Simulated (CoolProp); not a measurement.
Properties of water at several states (Tc = 647.1 K, pc = 220.6 bar, ω = 0.344).

Values from CoolProp's reference Helmholtz-energy equation of state, Wagner 2002.

```csv
T (K),p (bar),phase,Z,Joule-Thomson coefficient (K/MPa),expansivity (1/kK),Prandtl number,fugacity coefficient
844.3,0.353,gas,0.9998,…,1.185,0.909,0.9998
685.6,0.736,gas,0.9991,…,1.464,0.925,0.9991
895.1,544,supercritical,0.7703,2.164,…,1.03,0.7907
980.9,4.2,gas,0.9988,2.523,1.025,…,0.9988
```

### Question
Some entries are withheld; supply them.

### Answer

- 844.3, Joule-Thomson coefficient (K/MPa): 3.873
- 685.6, Joule-Thomson coefficient (K/MPa): 7.063
- 895.1, expansivity (1/kK): 2.775
- 980.9, Prandtl number: 0.900

Viscosity comes from a separate model (Huber 2009). Thermal conductivity comes from a separate model (Huber 2012).
